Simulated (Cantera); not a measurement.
Ignition delay

Mixture: CH₄ : O₂ : N₂ : H₂O : CO₂ = 1 : 2.17 : 8.17 : 3.1 : 0.45 (molar parts), equivalence ratio 0.92, at 2930 Torr, adiabatic and at constant volume. Ignition delay is the time to a rise of 400 K.

Model: GRI-Mech 3.0 (53 species, 325 reactions), integrated in Cantera.

```json
[
 {"T0 (K)": "1200", "delay (ms)": "15.8"},
 {"T0 (K)": "1300", "delay (ms)": "5.08"},
 {"T0 (K)": "1400", "delay (ms)": "1.73"},
 {"T0 (K)": "1500", "delay (ms)": "0.607"},
 {"T0 (K)": "1600", "delay (ms)": "0.222"},
 {"T0 (K)": "1700", "delay (ms)": "0.0884"},
 {"T0 (K)": "1800", "delay (ms)": "0.0393"}
]
```

The apparent activation energy between 1600 and 1800 K is 210 kJ/mol.
